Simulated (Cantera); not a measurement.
Input: 1 mol trisilylamine, 15 mol N2, equilibrated at 20.0 Pa.

Equilibrium computed with Cantera from the NASA thermochemical tables; the gas is ideal and each condensed phase is pure. Candidate condensed phases: Si, Si3N4; 18 gas species. The feed counts by its element totals alone. The numbers say what is thermodynamically allowed, not how fast it happens.

Task: Which condensed phases are stable at each of these points (T (K)): 1400, 1425, 1450, 1475, 1500, 1525, 1550, 1575, 1600, 1625, 1650, 1675?

Result: 
```csv
T (K),condensed phases,Si condensed (%)
1400,Si3N4(s),100.0
1425,Si3N4(s),100.0
1450,Si3N4(s),100.0
1475,Si3N4(s),100.0
1500,Si3N4(s),100.0
1525,Si3N4(s),100.0
1550,Si3N4(s),99.9
1575,Si(s),99.8
1600,Si(s),99.7
1625,Si(s),99.4
1650,Si(s),99.0
1675,Si(s),98.5
```

From 1400 K to 1550 K the condensed part is Si3N4(s). From 1575 K to 1675 K the condensed part is Si(s).
